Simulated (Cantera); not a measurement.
What does this Cantera script print?

```python
import numpy as np
import cantera as ct

gas_names = """
    C CH CH2 CH3 CH2OH CH3O CH4 CH3OH CO CO2 COOH C2 C2H CHCO,ketyl C2H2,acetylene C2H2,vinylidene
    CH2CO,ketene C2H3,vinyl CH3CO,acetyl C2H4 C2H4O,ethylen CH3CHO,ethanal CH3COOH (HCOOH)2 C2H5 C2H6
    CH3OCH3 C2H5OH C2O C3 C3H3,propargyl C3H4,allene C3H4,propyne C3H4,cyclo- C3H5,allyl C3H6,propylene
    C3H6,cyclo- C3H6O C3H7,n-propyl C3H7,i-propyl C3H8 C3H8O,1propanol C3H8O,2propanol C3O2 C4 C4H2
    C4H4,1,3-cyclo- C4H6,butadiene C4H6,2-butyne C4H6,cyclo- C4H8,1-butene C4H8,cis2-buten
    C4H8,tr2-butene C4H8,isobutene C4H8,cyclo- (CH3COOH)2 C4H9,n-butyl C4H9,i-butyl C4H9,s-butyl
    C4H9,t-butyl C4H10,isobutane C4H10,n-butane C5 C5H6,1,3cyclo- C5H8,cyclo- C5H10,1-pentene
    C5H10,cyclo- C5H11,pentyl C5H11,t-pentyl C5H12,n-pentane C5H12,i-pentane CH3C(CH3)2CH3 C6H2
    C6H5,phenyl C6H5O,phenoxy C6H6 C6H5OH,phenol C6H10,cyclo- C6H12,1-hexene C6H12,cyclo- C6H13,n-hexyl
    C7H7,benzyl C7H8 C7H8O,cresol C7H14,1-heptene C7H15,n-heptyl C7H16,n-heptane C8H8,styrene
    C8H10,ethylbenz C8H16,1-octene C8H17,n-octyl C8H18,isooctane C8H18,n-octane C9H19,n-nonyl
    C10H8,naphthale C10H21,n-decyl C12H9,o-bipheny C12H10,bipheny Cu CuO Cu2 H HCO HO2 H2
    HCHO,formaldehy HCOOH H2O H2O2 O OH O2 O3
""".split()
cond_names = """
    C(gr) C6H6(L) C7H8(L) C8H18(L),n-octa Cu(cr) Cu(L) CuO(s) CuO2H2(s) Cu2O(s) Cu2O(L) H2O(s) H2O(L)
""".split()


def load(file, names, dense=False):
    # The tables refer to 1 bar. Condensed volumes are neglected.
    table = {s.name: s for s in ct.Species.list_from_file(file)}
    out = []
    for n in names:
        d = dict(table[n].input_data)
        d["thermo"] = dict(d["thermo"], **{"reference-pressure": 1e5})
        if dense:
            d["equation-of-state"] = {"model": "constant-volume", "density": "1e6 g/cm^3"}
        out.append(ct.Species.from_dict(d))
    return out


gas = ct.Solution(thermo="ideal-gas", species=load("nasa_gas.yaml", gas_names))
cond = {s.name: ct.Solution(thermo="fixed-stoichiometry", species=[s], name=s.name)
        for s in load("nasa_condensed.yaml", cond_names, dense=True)}
atoms = {
    'CuO': {'Cu': 1, 'O': 1},
    'CH4': {'C': 1, 'H': 4},
    'H2': {'H': 2},
}
top_T = {'C(gr)': 4500, 'CuO(s)': 1390}  # K; cautious upper limits of use, not melting points


def equilibrate(T, P, feed):
    n = {}
    for name, mol in feed.items():
        for a, k in atoms[name].items():
            n[a] = n.get(a, 0.0) + k * mol
    gas.TPX = T, P, n
    mass = sum(n.values()) * gas.mean_molecular_weight
    gas.equilibrate("TP")
    valid = [c for c in cond.values() if c.min_temp <= T <= top_T.get(c.name, c.max_temp)]
    mix = ct.Mixture([(gas, mass / gas.mean_molecular_weight)] + [(c, 0.0) for c in valid])
    mix.T, mix.P = T, P
    mix.equilibrate("TP", solver="vcs", rtol=1e-11, max_steps=5000)
    return mix


results = []
feed = {'CuO': 1, 'CH4': 4.4, 'H2': 0.33}  # mol
T = 1750  # K
P = 1000  # Pa
mix = equilibrate(T, P, feed)
results.append((T, P, feed, dict(zip(mix.species_names, mix.species_moles))))
print(gas.report(threshold=1e-06))
for i in range(1, mix.n_phases):
    print(f"{mix.phase(i).name:16s} {mix.phase_moles(i):12.5e} mol")
```

Output:

```
       temperature   1750 K
          pressure   1000 Pa
           density   0.00043614 kg/m^3
  mean mol. weight   6.346 kg/kmol
   phase of matter   gas

                          1 kg             1 kmol
                     ---------------   ---------------
          enthalpy        6.9986e+06        4.4413e+07  J
   internal energy        4.7058e+06        2.9863e+07  J
           entropy             36764        2.3331e+05  J/K
    Gibbs function       -5.7339e+07       -3.6387e+08  J
 heat capacity c_p            5225.8             33163  J/K
 heat capacity c_v            3915.6             24849  J/K

                      mass frac. Y      mole frac. X     chem. pot. / RT
                     ---------------   ---------------   ---------------
               CH4        1.7561e-05        6.9463e-06           -50.099
                CO           0.42221          0.095657           -41.805
    C2H2,acetylene        0.00041117        0.00010021           -28.782
                Cu           0.29903          0.029862            -7.275
               Cu2        0.00091743        4.5809e-05            -14.55
                 H          0.000345          0.002172           -11.903
                H2           0.27707           0.87215           -23.805
     [ +106 minor]        1.9633e-06         7.088e-07

C(gr)             3.39783e+00 mol
Cu(L)             6.86866e-01 mol
Cu2O(L)           0.00000e+00 mol
```

Cantera equilibrium calculation (NASA polynomials, part measured and part estimated; ideal gas, pure solids and liquids).
